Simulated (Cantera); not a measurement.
A closed system holds: 1 mol Pb, 18 mol CO, 8.8 mol H₂, at 0.130 bar.

Points: T (K) = 1348, 1398, 1448, 1498, 1548, 1598, 1648.

Cantera's Mixture.equilibrate('TP', solver="vcs", rtol=1e-11, max_steps=5000) on the NASA tables stopped like this:

```
T = 1348 K  P = 13000 Pa  gas = 27.79 mol
   x: CO 6.473e-01  H2 3.164e-01  Pb 3.598e-02
   condensed (mol): C(gr) 0.006695
T = 1398 K  P = 13000 Pa  gas = 27.79 mol
   x: CO 6.474e-01  H2 3.164e-01  Pb 3.597e-02
   condensed (mol): C(gr) 0.003829
T = 1448 K  P = 13000 Pa  gas = 27.8 mol
   x: CO 6.474e-01  H2 3.164e-01  Pb 3.597e-02
   condensed (mol): C(gr) 0.002201
ERROR: FAILURE its = 5001!

*******************************************************************************
CanteraError thrown by MultiPhase::equilibrate:
VCS solver failed. Return code: -1
*******************************************************************************
```

Q: What got this run through?

A: This is not unique; one that fits is The failure is numerical, not chemical. The same input converged with solver="gibbs", rtol=1e-10, max_steps=50000, and the result passed a check of the equilibrium conditions:
```
T = 1348 K  P = 13000 Pa  gas = 27.79 mol
   x: CO 6.473e-01  H2 3.164e-01  Pb 3.598e-02
   condensed (mol): C(gr) 0.006695
T = 1398 K  P = 13000 Pa  gas = 27.79 mol
   x: CO 6.474e-01  H2 3.164e-01  Pb 3.597e-02
   condensed (mol): C(gr) 0.003829
T = 1448 K  P = 13000 Pa  gas = 27.8 mol
   x: CO 6.474e-01  H2 3.164e-01  Pb 3.597e-02
   condensed (mol): C(gr) 0.002201
T = 1498 K  P = 13000 Pa  gas = 27.8 mol
   x: CO 6.474e-01  H2 3.165e-01  Pb 3.597e-02
   condensed (mol): C(gr) 0.001216
T = 1548 K  P = 13000 Pa  gas = 27.8 mol
   x: CO 6.474e-01  H2 3.165e-01  Pb 3.597e-02
   condensed (mol): C(gr) 0.0005536
T = 1598 K  P = 13000 Pa  gas = 27.8 mol
   x: CO 6.474e-01  H2 3.164e-01  Pb 3.597e-02
   condensed (mol): C(gr) 2.769e-05
T = 1648 K  P = 13000 Pa  gas = 27.8 mol
   x: CO 6.474e-01  H2 3.164e-01  Pb 3.597e-02
   condensed (mol): none
```

The gas is ideal and each condensed phase is pure.
